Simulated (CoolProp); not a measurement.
Vapour-liquid equilibrium of propane (1) + n-butane (2) at 195.4 K; x and y are mole fractions of (1).

Model: multi-fluid Helmholtz-energy mixture model, Lemmon 2009 and Bücker 2006; pair parameters Kunz 2012, in CoolProp.

```tsv
x	bubble pressure, mixture model (bar)	bubble pressure, Raoult's law (bar)	y, mixture model	y, Raoult's law
0.05	?	0.02032	?	0.372
0.2	?	0.04098	?	0.738
0.35	?	0.06165	0.858	0.858
0.5	?	0.08231	0.918	0.918
0.65	0.1030	0.1030	0.954	0.954
0.8	0.1236	0.1236	0.978	0.978
0.95	0.1443	0.1443	0.995	0.995
```

Fill in the missing entries.


- 0.05, bubble pressure, mixture model (bar): 0.02015
- 0.05, y, mixture model: 0.367
- 0.2, bubble pressure, mixture model (bar): 0.04066
- 0.2, y, mixture model: 0.735
- 0.35, bubble pressure, mixture model (bar): 0.06143
- 0.5, bubble pressure, mixture model (bar): 0.08224

The largest gap from Raoult's law is -0.8 % in bubble pressure, at x = 0.05. No azeotrope shows between x = 0.05 and 0.95.

Pair parameters are fitted to limited data, so mixtures are less certain than the pure fluids.
